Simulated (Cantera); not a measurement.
Cantera run:

```python
import numpy as np
import cantera as ct

gas_names = [...]  # 113 gases of nasa_gas.yaml made of C, H, O, Ti
cond_names = """
    C(gr) C6H6(L) C7H8(L) C8H18(L),n-octa H2O(s) H2O(L) Ti(a) Ti(b) Ti(L) TiC(s) TiC(L) TiO(a) TiO(b)
    TiO(L) TiO2(ru) TiO2(L) Ti2O3(a) Ti2O3(b) Ti2O3(L) Ti3O5(a) Ti3O5(b) Ti3O5(L) Ti4O7(s) Ti4O7(L)
""".split()


# ... load() reads the species with a 1 bar reference pressure and builds the phases ...
atoms = {
    'Ti(OiPr)4': {'Ti': 1, 'C': 12, 'H': 28, 'O': 4},
    'CH4': {'C': 1, 'H': 4},
    'H2': {'H': 2},
}
top_T = {'C(gr)': 4500}  # K; cautious upper limits of use, not melting points


# ... equilibrate(T, P, feed) seeds the gas with the atoms and calls Mixture.equilibrate('TP', solver="vcs", rtol=1e-11, max_steps=5000) ...
results = []
feed = {'Ti(OiPr)4': 1, 'CH4': 5.7, 'H2': 60}  # mol
T = 1173.15  # K
P = 13  # Pa
mix = equilibrate(T, P, feed)
results.append((T, P, feed, dict(zip(mix.species_names, mix.species_moles))))
x = sorted(zip(gas.X, gas.species_names), reverse=True)
print(f"T = {T:g} K  P = {P:g} Pa  gas = {mix.phase_moles(0):.4g} mol")
print("   x: " + "  ".join(f"{s} {v:.3e}" for v, s in x if v > 1e-05))
print("   condensed (mol): " + ("  ".join(f"{mix.phase(i).name} {mix.phase_moles(i):.4g}"
      for i in range(1, mix.n_phases) if mix.phase_moles(i) > 1e-12) or "none"))
```

Output:

```
T = 1173.15 K  P = 13 Pa  gas = 89.4 mol
   x: H2 9.552e-01  CO 4.474e-02  H 1.014e-05
   condensed (mol): C(gr) 12.7  TiC(s) 1
```

These are equilibrium values from Cantera (NASA tables, ideal gas, pure condensed phases), not measurements of a reactor. The feed counts by its element totals alone. TiC: taken at fixed stoichiometry.
